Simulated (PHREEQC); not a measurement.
**Acid mine or pickling water: an equilibrium model**

A made-up water analysis in mmol/kgw, 25 °C, pH 3.28, pe 9.7:

```json
[
 {"constituent": "Na", "mmol/kgw": "2.7"},
 {"constituent": "K", "mmol/kgw": "0.425"},
 {"constituent": "Ca", "mmol/kgw": "0.546"},
 {"constituent": "Mg", "mmol/kgw": "2.69"},
 {"constituent": "Cl", "mmol/kgw": "1.69"},
 {"constituent": "S(6)", "mmol/kgw": "4.61"},
 {"constituent": "O(0) (counted as O atoms)", "mmol/kgw": "0.202"},
 {"constituent": "Zn", "mmol/kgw": "0.0198"},
 {"constituent": "B", "mmol/kgw": "0.0124"},
 {"constituent": "Fe(3)", "mmol/kgw": "0.0239"}
]
```

Cl is adjusted to close the charge balance.
Valence states are taken as typed.

Model: ion-association model, phreeqc.dat, run in PHREEQC.

This is a speciation only: nothing precipitates in the calculation.

What ionic strength does the model give?

ionic strength 0.0148 mol/kgw.

In which forms is Mg present?

Mg+2 75 %, MgSO4 25 % of the Mg.

Saturation is exceeded, for instance for Jarosite-K, Hematite (slow to form); the values hold only as long as no solid forms.
